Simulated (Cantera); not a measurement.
A Cantera script and what it prints.

```python
import numpy as np
import cantera as ct

gas_names = """
    CL CLO CL2 N NO NO2 NO3 N2 N2O O O2 O3 Si SiCL SiCL2 SiCL3 SiCL4 SiN SiO SiO2 Si2 Si2N Si3
""".split()
cond_names = """
    Si(cr) Si(L) SiO2(Lqz) SiO2(hqz) SiO2(L) Si2N2O(s) Si3N4(a)
""".split()


def load(file, names, dense=False):
    # The tables refer to 1 bar. Condensed volumes are neglected.
    table = {s.name: s for s in ct.Species.list_from_file(file)}
    out = []
    for n in names:
        d = dict(table[n].input_data)
        d["thermo"] = dict(d["thermo"], **{"reference-pressure": 1e5})
        if dense:
            d["equation-of-state"] = {"model": "constant-volume", "density": "1e6 g/cm^3"}
        out.append(ct.Species.from_dict(d))
    return out


gas = ct.Solution(thermo="ideal-gas", species=load("nasa_gas.yaml", gas_names))
cond = {s.name: ct.Solution(thermo="fixed-stoichiometry", species=[s], name=s.name)
        for s in load("nasa_condensed.yaml", cond_names, dense=True)}
atoms = {
    'SiCl4': {'Si': 1, 'CL': 4},
    'O2': {'O': 2},
    'N2': {'N': 2},
}
top_T = {'Si2N2O(s)': 2100, 'Si3N4(a)': 2400}  # K; cautious upper limits of use, not melting points


def equilibrate(T, P, feed):
    n = {}
    for name, mol in feed.items():
        for a, k in atoms[name].items():
            n[a] = n.get(a, 0.0) + k * mol
    gas.TPX = T, P, n
    mass = sum(n.values()) * gas.mean_molecular_weight
    gas.equilibrate("TP")
    valid = [c for c in cond.values() if c.min_temp <= T <= top_T.get(c.name, c.max_temp)]
    mix = ct.Mixture([(gas, mass / gas.mean_molecular_weight)] + [(c, 0.0) for c in valid])
    mix.T, mix.P = T, P
    mix.equilibrate("TP", solver="vcs", rtol=1e-11, max_steps=5000)
    return mix


results = []
feed = {'SiCl4': 1, 'O2': 6.3, 'N2': 31}  # mol
P = 3000  # Pa
for T in [698, 798, 898, 998, 1098, 1198, 1298, 1398, 1498, 1598]:
    mix = equilibrate(T, P, feed)
    results.append((T, P, feed, dict(zip(mix.species_names, mix.species_moles))))

top = {s: max(r[3][s] / sum(r[3][g] for g in gas_names) for r in results) for s in gas_names}
cols = sorted((s for s in top if top[s] > 1e-05), key=lambda s: -top[s])[:8]
seen = [c for c in cond_names if any(r[3].get(c, 0) > 1e-12 for r in results)]
print("log10 of partial pressures in bar; condensed amounts in mol")
print(f"{'T/K':>10s}" + "".join(f"{s[:9]:>10s}" for s in cols + seen))
for T, P, feed, n in results:
    ng = sum(n[g] for g in gas_names)
    print(f"{T:10.4g}" + "".join(f"{np.log10(max(n[s] / ng * P / 1e5, 1e-99)):10.3f}" for s in cols)
          + "".join(f"{n.get(c, 0):10.4g}" for c in seen))
```

Result:

```
log10 of partial pressures in bar; condensed amounts in mol
       T/K        N2        O2        CL       CL2        NO       CLO         O SiO2(Lqz) SiO2(hqz)
       698    -1.615    -2.382    -7.609    -2.805    -8.178    -9.507   -16.690         1         0
       798    -1.615    -2.382    -6.452    -2.805    -7.321    -8.555   -14.330         1         0
       898    -1.615    -2.382    -5.550    -2.805    -6.655    -7.814   -12.492         0         1
       998    -1.615    -2.382    -4.827    -2.807    -6.122    -7.222   -11.021         0         1
      1098    -1.615    -2.382    -4.237    -2.814    -5.687    -6.740    -9.816         0         1
      1198    -1.616    -2.383    -3.750    -2.832    -5.324    -6.346    -8.811         0         1
      1298    -1.618    -2.386    -3.352    -2.875    -5.019    -6.026    -7.961         0         1
      1398    -1.622    -2.390    -3.036    -2.966    -4.760    -5.780    -7.232         0         1
      1498    -1.626    -2.395    -2.805    -3.131    -4.537    -5.610    -6.601         0         1
      1598    -1.631    -2.401    -2.658    -3.388    -4.342    -5.519    -6.049         0         1
```

Method: chemical equilibrium by Gibbs-energy minimisation in Cantera with the NASA 1993 tables (ideal gas, pure condensed phases). The tables hold silica as quartz up to 1696 K and as liquid above; real silica turns to tridymite and cristobalite and melts near 1996 K.
